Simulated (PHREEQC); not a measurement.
Solution (33 °C): 17 mmol/kgw HCl, 0.46 mmol/kgw NiSO4 and 18 mmol/kgw MnSO4. Closed to the air; pH follows from the charge balance.

All values are PHREEQC results (ion-association model, wateq4f.dat), not measurements.

Question: The ionic strength comes out as 0.0611 mol/kgw. What activity coefficients do NiCl+, SO4-2, HSO4-, Ni+2, Mn+2 get?

Answer: NiCl+ 0.81, SO4-2 0.43, HSO4- 0.81, Ni+2 0.42, Mn+2 0.45.

No solid was allowed to form. Species that the database lacks are ignored.
